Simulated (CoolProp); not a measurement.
Vapour-liquid equilibrium of cyclohexane (1) + n-heptane (2) at 1.1 MPa; x and y are mole fractions of (1).

The numbers come from the multi-fluid Helmholtz-energy mixture model, Zhou 2014 and Span 2003; pair parameters Bell 2016 in CoolProp.

**Question.** Give the bubble temperature and the first vapour's composition at x = 0.05, 0.2, 0.65. Is there an azeotrope?

**Answer.** x = 0.05: 478.9 K, y = 0.061; x = 0.2: 475.8 K, y = 0.238; x = 0.65: 466.9 K, y = 0.701. No azeotrope shows between x = 0.05 and 0.95.

Pair parameters are fitted to limited data, so mixtures are less certain than the pure fluids.
